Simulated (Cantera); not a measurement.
Standard-state values (1 bar) from the NASA 1993 polynomials, evaluated with Cantera. Values are per mole of reaction as written; species without (g) are pure solids or liquids, kept so even where they would boil at 1 bar.

2 Al + Cl2(g) = 2 AlCl(g)

| T (K) | ΔH° (kJ) | ΔS° (J/K) | ΔG° (kJ) | log10 K | condensed phases |
|---|---|---|---|---|---|
| 300 | ___ | ___ | ___ | ___ | Al(s) |
| 950 | ___ | ___ | ___ | ___ | Al(l) |
| 1150 | -142.7 | 126.6 | -288.3 | 13.09 | Al(l) |
| 1350 | -147.8 | 122.5 | -313.1 | 12.12 | Al(l) |
| 1550 | -152.8 | 119.0 | -337.3 | 11.37 | Al(l) |
| 1750 | ___ | ___ | ___ | ___ | Al(l) |
| 1950 | -162.9 | 113.2 | -383.7 | 10.28 | Al(l) |
| 2150 | -168.1 | 110.7 | -406.1 | 9.87 | Al(l) |

### Question
Fill in the missing entries.

### Answer

- 300, ΔH° (kJ): -103.0
- 300, ΔS° (J/K): 176.2
- 300, ΔG° (kJ): -155.8
- 300, log10 K: 27.13
- 950, ΔH° (kJ): -137.6
- 950, ΔS° (J/K): 131.5
- 950, ΔG° (kJ): -262.5
- 950, log10 K: 14.43
- 1750, ΔH° (kJ): -157.9
- 1750, ΔS° (J/K): 115.9
- 1750, ΔG° (kJ): -360.8
- 1750, log10 K: 10.77
